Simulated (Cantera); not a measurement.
Calcination and drying: MgCO₃ + H₂ + O₂

Charge: 1 mol MgCO₃, 3.3 mol H₂, 18 mol O₂, at 252 °C and 0.800 bar.

Equilibrium computed with Cantera from the NASA thermochemical tables; the gas is ideal and each condensed phase is pure. Candidate condensed phases: C, C₆H₆, C₇H₈, C₈H₁₈, H₂O, Mg, MgCO₃, MgO, Mg(OH)₂; 116 gas species. The numbers say what is thermodynamically allowed, not how fast it happens.

The x(O₂) is 0.829. The x(H₂O) comes out as 0.167, the x(CO₂) comes out as 0.00365 and the n(MgCO₃(s)) is 0.928 mol. The n(MgO(s)) is 0.0720 mol and the gas amount is 19.72 mol. The log10 activity of C(graphite) (absent) is -41.65 and the log10 activity of Mg(s) (absent) is -54.08.
